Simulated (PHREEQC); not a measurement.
# Metal-bearing waste water: speciation

A solution holds 0.0047 mol ZnSO4, 7.9e-05 mol NaHCO3 and 0.099 mol Na2SO4 per kg of water, at 20 °C. Closed to the air; pH follows from the charge balance.

Model: ion-association model, wateq4f.dat, run in PHREEQC.

- pH: 7.08
- ionic strength: 0.266 mol/kgw
- total alkalinity: 0.0790 meq/kg

| species | molality | activity | log γ |
|---|---|---|---|
| Na+ | 0.179 | 0.131 | -0.136 |
| SO4-2 | 0.0805 | 0.0214 | -0.576 |
| NaSO4- | 0.0186 | 0.0136 | -0.136 |
| ZnSO4 | 0.00198 | 0.00210 | 0.027 |
| Zn+2 | 0.00144 | 0.000436 | -0.518 |
| Zn(SO4)2-2 | 0.00128 | 0.000380 | -0.527 |
| HCO3- | 6.19e-5 | 4.52e-5 | -0.136 |
| CO2 | 8.56e-6 | 9.10e-6 | 0.027 |
| ZnOH+ | 5.27e-6 | 3.89e-6 | -0.132 |
| ZnHCO3+ | 3.36e-6 | 2.48e-6 | -0.132 |

This is a speciation only: nothing precipitates in the calculation.
